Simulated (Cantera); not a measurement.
What does this Cantera script print?

```python
import numpy as np
import cantera as ct

gas_names = [...]  # 151 gases of nasa_gas.yaml made of C, H, N, O, Si
cond_names = """
    C(gr) C6H6(L) C7H8(L) C8H18(L),n-octa H2O(s) H2O(L) Si(cr) Si(L) SiC(b) SiO2(Lqz) SiO2(hqz) SiO2(L)
    Si2N2O(s) Si3N4(a)
""".split()


# ... load() reads the species with a 1 bar reference pressure and builds the phases ...
atoms = {
    'SiC': {'Si': 1, 'C': 1},
    'CO2': {'C': 1, 'O': 2},
    'H2': {'H': 2},
    'N2O': {'N': 2, 'O': 1},
}
top_T = {'C(gr)': 4500, 'SiC(b)': 3050, 'Si2N2O(s)': 2100, 'Si3N4(a)': 2400}  # K; cautious upper limits of use, not melting points


# ... equilibrate(T, P, feed) seeds the gas with the atoms and calls Mixture.equilibrate('TP', solver="vcs", rtol=1e-11, max_steps=5000) ...
results = []
feed = {'SiC': 1, 'CO2': 0.33, 'H2': 210, 'N2O': 0.93}  # mol
P = 1000  # Pa
for T in [923, 973, 1023, 1073, 1123, 1173, 1223, 1273, 1323]:
    mix = equilibrate(T, P, feed)
    results.append((T, P, feed, dict(zip(mix.species_names, mix.species_moles))))

top = {s: max(r[3][s] / sum(r[3][g] for g in gas_names) for r in results) for s in gas_names}
cols = sorted((s for s in top if top[s] > 0.0001), key=lambda s: -top[s])[:7]
seen = [c for c in cond_names if any(r[3].get(c, 0) > 1e-12 for r in results)]
print("log10 of partial pressures in bar; condensed amounts in mol")
print(f"{'T/K':>10s}" + "".join(f"{s[:9]:>10s}" for s in cols + seen))
for T, P, feed, n in results:
    ng = sum(n[g] for g in gas_names)
    print(f"{T:10.4g}" + "".join(f"{np.log10(max(n[s] / ng * P / 1e5, 1e-99)):10.3f}" for s in cols)
          + "".join(f"{n.get(c, 0):10.4g}" for c in seen))
```

Output:

```
log10 of partial pressures in bar; condensed amounts in mol
       T/K        H2        CO        N2       CH4     C(gr)    SiC(b) SiO2(hqz) Si2N2O(s)
       923    -2.003    -5.675    -4.432    -4.639    0.8023         0    0.6966    0.1517
       973    -2.002    -5.164    -4.451    -4.896    0.9177         0    0.6297    0.1851
      1023    -2.003    -4.715    -4.506    -5.130    0.7671         0     0.455    0.2725
      1073    -2.003    -4.341    -4.651    -5.344    0.2702         0   0.08324    0.4584
      1123    -2.003    -4.288    -4.692    -5.539    0.1793         0         0       0.5
      1173    -2.003    -4.288    -4.692    -5.717    0.1993         0         0       0.5
      1223    -2.003    -4.288    -4.692    -5.882    0.2115         0         0       0.5
      1273    -2.003    -4.288    -4.692    -6.034     0.219         0         0    0.4999
      1323    -2.003    -4.259    -4.622    -6.242         0    0.1507         0     0.424
```

These are equilibrium values from Cantera (NASA tables, ideal gas, pure condensed phases), not measurements of a reactor. Mutual solubility and eutectic melting of coexisting phases are not modelled.
